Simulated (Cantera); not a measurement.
Charge: 1 mol SiH4, 0.12 mol HCl, 16 mol H2, held at 1525 K and 77.0 mbar.

Equilibrium computed with Cantera from the NASA thermochemical tables; the gas is ideal and each condensed phase is pure. Candidate condensed phases: Si; 19 gas species. The numbers say what is thermodynamically allowed, not how fast it happens.

Base state: H2 0.993, HCl 0.00635, SiCl2 0.000133, H 8.50e-5 (mole fractions); condensed: Si(s).

What changes in the equilibrium state with this change: temperature from 1525 K to 2598.15 K?


```csv
species,before,after
H2,0.993,0.821
H,8.50e-5,0.124
Si,2.45e-7,0.0448
Si2,<1e-9,0.000494
Si3,<1e-9,2.95e-5
SiH,1.97e-7,0.00258
Cl,4.36e-7,0.000542
SiCl,2.57e-7,0.000225
"Si(s), mol",0.998,0
```
The tables' values for SiCl are old estimates; treat these amounts as uncertain. Gases not in the tables: Si2H6 and higher silanes.
